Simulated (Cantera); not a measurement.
**Equilibrium for thermal oxidation and active oxidation of silicon: Si + N₂O + N₂ + CO₂**

Input: 1 mol Si, 1.8 mol N₂O, 270 mol N₂, a varied amount of CO₂, equilibrated at 1648 K and 4.60e-5 bar.

Equilibrium computed with Cantera from the NASA thermochemical tables; the gas is ideal and each condensed phase is pure. Candidate condensed phases: C, Si, SiC, SiO₂, Si₂N₂O, Si₃N₄; 34 gas species. The tables hold silica as quartz up to 1696 K and as liquid above; real silica turns to tridymite and cristobalite and melts near 1996 K. Kinetics and transport are ignored.

```json
[
 {"n(CO₂) (mol)": "0.015", "x N₂": "0.999", "x CO₂": "2.33e-5", "x CO": "3.18e-5", "x SiO": "0.000773", "x O₂": "1.58e-5", "x NO": "2.31e-5", "x O": "1.48e-5", "x SiO₂": "3.26e-6", "n SiO₂(β-quartz)": "0.789"},
 {"n(CO₂) (mol)": "0.029", "x N₂": "0.999", "x CO₂": "4.59e-5", "x CO": "6.07e-5", "x SiO": "0.000747", "x O₂": "1.69e-5", "x NO": "2.39e-5", "x O": "1.53e-5", "x SiO₂": "3.26e-6", "n SiO₂(β-quartz)": "0.796"},
 {"n(CO₂) (mol)": "0.058", "x N₂": "0.999", "x CO₂": "9.54e-5", "x CO": "0.000118", "x SiO": "0.000698", "x O₂": "1.93e-5", "x NO": "2.55e-5", "x O": "1.64e-5", "x SiO₂": "3.26e-6", "n SiO₂(β-quartz)": "0.809"},
 {"n(CO₂) (mol)": "0.12", "x N₂": "0.999", "x CO₂": "0.000213", "x CO": "0.000228", "x SiO": "0.000606", "x O₂": "2.56e-5", "x NO": "2.94e-5", "x O": "1.89e-5", "x SiO₂": "3.26e-6", "n SiO₂(β-quartz)": "0.834"},
 {"n(CO₂) (mol)": "0.23", "x N₂": "0.999", "x CO₂": "0.000455", "x CO": "0.000390", "x SiO": "0.000485", "x O₂": "4.00e-5", "x NO": "3.67e-5", "x O": "2.36e-5", "x SiO₂": "3.26e-6", "n SiO₂(β-quartz)": "0.867"},
 {"n(CO₂) (mol)": "0.46", "x N₂": "0.998", "x CO₂": "0.00105", "x CO": "0.000637", "x SiO": "0.000343", "x O₂": "8.01e-5", "x NO": "5.20e-5", "x O": "3.34e-5", "x SiO₂": "3.26e-6", "n SiO₂(β-quartz)": "0.906"},
 {"n(CO₂) (mol)": "0.91", "x N₂": "0.996", "x CO₂": "0.00236", "x CO": "0.000973", "x SiO": "0.000233", "x O₂": "0.000174", "x NO": "7.64e-5", "x O": "4.92e-5", "x SiO₂": "3.26e-6", "n SiO₂(β-quartz)": "0.936"},
 {"n(CO₂) (mol)": "1.8", "x N₂": "0.993", "x CO₂": "0.00511", "x CO": "0.00146", "x SiO": "0.000162", "x O₂": "0.000358", "x NO": "0.000110", "x O": "7.06e-5", "x SiO₂": "3.26e-6", "n SiO₂(β-quartz)": "0.955"}
]
```
x: gas mole fraction; n: condensed amount in mol.

From 0.015 mol CO₂ to 1.8 mol CO₂ the condensed part is SiO₂(β-quartz). The main Si-bearing gas is SiO throughout. The share of Si in condensed phases is highest at 1.8 mol CO₂ (95.5 %) and lowest at 0.015 mol CO₂ (78.9 %).
